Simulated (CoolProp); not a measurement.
Saturation properties of propylene (Tc = 364.2 K, pc = 4.555 MPa, ω = 0.146).

Values from CoolProp's reference Helmholtz-energy equation of state, Lemmon 2013.

```csv
T (K),p (MPa),liquid density (kg/m³),liquid cp (kJ/(kg K)),vapour viscosity (µPa s)
251.8,0.2914,576.2,2.307,7.11
256.6,0.3444,569.7,2.334,7.26
261.3,0.4031,563.2,2.362,7.41
266.1,0.4704,556.4,2.392,7.57
270.9,(withheld),549.4,2.425,7.73
275.7,(withheld),542.3,2.460,(withheld)
280.5,0.7230,535.0,2.498,8.10
285.3,0.8260,527.5,2.539,8.30
290.1,0.9393,519.8,2.584,8.51
294.9,1.064,511.8,2.633,8.74
```

**Question.** Complete the blanks.

**Answer.** 
- 270.9, p (MPa): 0.5458
- 275.7, p (MPa): 0.6298
- 275.7, vapour viscosity (µPa s): 7.91

It boils at 225.5 K under 1 atm.

Viscosity comes from a separate model (Huber 2003), an estimate that may be off by 10 % or more.
